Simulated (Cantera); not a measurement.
Input: 1 mol Ti(OiPr)4, 1.6 mol O2, at 40.5 Torr.

Equilibrium computed with Cantera from the NASA thermochemical tables; the gas is ideal and each condensed phase is pure. Candidate condensed phases: C, C6H6, C7H8, C8H18, H2O, Ti, TiC, TiO, TiO2, Ti2O3, Ti3O5, Ti4O7; 113 gas species. The feed counts by its element totals alone. TiC: taken at fixed stoichiometry. Condensed phases not in the tables: Magnéli phases beyond Ti4O7. The numbers say what is thermodynamically allowed, not how fast it happens.

x: gas mole fraction; n: condensed amount in mol.

```tsv
T (K)	x H2	x CO	x H	x H2O	n C(graphite)	n TiO2(rutile)	n Ti4O7(s)	n Ti3O5(s)	n TiC(s)
1000	0.726	0.265	8.32e-9	0.00410	6.87	1.00	0	0	0
1100	0.728	0.270	9.49e-8	0.000949	6.81	1.00	0	0	0
1200	0.719	0.280	7.20e-7	0.000282	6.55	0	0.250	0	0
1300	0.716	0.283	___	___	6.46	0	0	___	0
1400	0.660	0.340	1.70e-5	4.51e-5	3.80	0	0	0	1.00
1500	0.660	0.340	6.16e-5	2.08e-5	3.80	0	0	0	1.00
1600	0.660	0.340	0.000190	1.06e-5	3.80	0	0	0	1.00
1700	0.660	0.340	___	___	3.80	0	0	0	1.00
1800	0.659	0.339	0.00125	3.44e-6	3.79	0	0	0	1.00
1900	0.658	0.339	0.00277	2.15e-6	3.79	0	0	0	1.00
2000	0.655	0.339	0.00566	1.40e-6	3.78	0	0	0	1.00
2100	0.650	0.338	0.0108	9.53e-7	3.76	0	0	0	1.000
2200	0.643	0.336	0.0194	6.66e-7	3.73	0	0	0	1.000
```

Complete the blanks.


- 1700, x H: 0.000515
- 1700, x H2O: 5.84e-6
- 1300, x H: 4.03e-6
- 1300, x H2O: 9.99e-5
- 1300, n Ti3O5(s): 0.333
